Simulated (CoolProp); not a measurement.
Values from CoolProp's reference Helmholtz-energy equation of state, Akasaka 2015.

**Question.** For R245fa, give the phase and the cp (kJ/(kg K)), isothermal compressibility (1/MPa), expansivity (1/kK), fugacity coefficient at 412.8 K and 5.07 MPa; 412.8 K and 6.08 MPa; 412.8 K and 9.13 MPa.

**Answer.** 
- 412.8 K and 5.07 MPa: liquid; cp 1.77, isothermal compressibility 0.0257, expansivity 6.25, fugacity coefficient 0.432
- 412.8 K and 6.08 MPa: liquid; cp 1.70, isothermal compressibility 0.0201, expansivity 5.30, fugacity coefficient 0.375
- 412.8 K and 9.13 MPa: liquid; cp 1.59, isothermal compressibility 0.0124, expansivity 3.88, fugacity coefficient 0.282
